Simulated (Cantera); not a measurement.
## Low-pressure radical oxidation in H2/O2

An isothermal, constant-pressure homogeneous reactor starts with H₂ : O₂ = 0.0051 : 1 (molar parts), at 1375 K and 9.00 Torr.

Model: GRI-Mech 3.0 (53 species, 325 reactions), integrated in Cantera. Radical loss at walls, strong at low pressure, is not modelled.

```tsv
t (s)	x H₂	x O₂	x OH	x H	x H₂O	x HO₂
3.00e-5	0.00507	0.995	9.69e-10	1.28e-9	1.91e-11	2.24e-9
0.000118	0.00507	0.995	7.24e-9	2.06e-9	6.46e-10	8.85e-9
0.000468	0.00507	0.995	4.22e-8	4.05e-9	1.54e-8	3.49e-8
0.00185	0.00507	0.995	5.66e-7	3.44e-8	5.72e-7	1.37e-7
0.00729	0.00352	0.993	0.000754	5.39e-5	0.00115	3.42e-7
0.0288	1.03e-5	0.990	0.000643	7.80e-5	0.00470	2.07e-7
0.114	9.52e-6	0.990	0.000617	6.86e-5	0.00472	1.98e-7
0.449	7.07e-6	0.992	0.000532	4.34e-5	0.00478	1.68e-7
1.77	2.95e-6	0.994	0.000344	1.14e-5	0.00490	1.01e-7
7.00	5.29e-7	0.995	0.000146	8.52e-7	0.00501	3.45e-8
```
x: mole fraction; the columns are a selection and need not sum to one.

Equilibrium at this temperature and pressure: H₂ 1.43e-8, O₂ 0.995, OH 2.40e-5, H 3.77e-9, H₂O 0.00507, HO₂ 1.76e-8 (gas phase only).
